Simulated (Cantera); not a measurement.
Gas mixture: 41.7 % H2O, 49.8 % CH3OH, 8.54 % C2H2, at 110000 Pa, frozen composition.

Cantera's kinetic-theory transport with the Lennard-Jones parameters of GRI-Mech 3.0, ideal gas; thermal conductivity in the mixture-averaged form. Polar gases are described roughly by these parameters. The composition is frozen, though it would react at the higher temperatures.

D: mixture-averaged diffusion coefficient of that species in the mixture.

```
T (K)  ρ (kg/m³)  cp (J/kg/K)  μ (µPa s)  λ (mW/m/K)     Pr  D (cm²/s) CH4  D (cm²/s) H2  D (cm²/s) OH
-----  ---------  -----------  ---------  ----------  -----  -------------  ------------  ------------
400        0.850         1719       13.5        32.2  0.721          0.297          1.09         0.445
650        0.523            …          …           …  0.740              …             …             …
900        0.378         2509       29.8         100  0.745           1.31          4.44          1.87
1150       0.295         2787       36.9         137  0.751           2.00          6.71          2.84
1400       0.243         2995          …           …  0.751              …             …             …
1650       0.206         3154       49.5         208  0.750           3.71          12.3          5.21
1900       0.179         3276       55.1         242  0.747           4.70          15.5          6.59
```

Task: Fill in the missing entries.

Result: 
- 650, cp (J/kg/K): 2171
- 650, μ (µPa s): 22.0
- 650, λ (mW/m/K): 64.5
- 650, D (cm²/s) CH4: 0.733
- 650, D (cm²/s) H2: 2.55
- 650, D (cm²/s) OH: 1.06
- 1400, μ (µPa s): 43.4
- 1400, λ (mW/m/K): 173
- 1400, D (cm²/s) CH4: 2.81
- 1400, D (cm²/s) H2: 9.32
- 1400, D (cm²/s) OH: 3.95
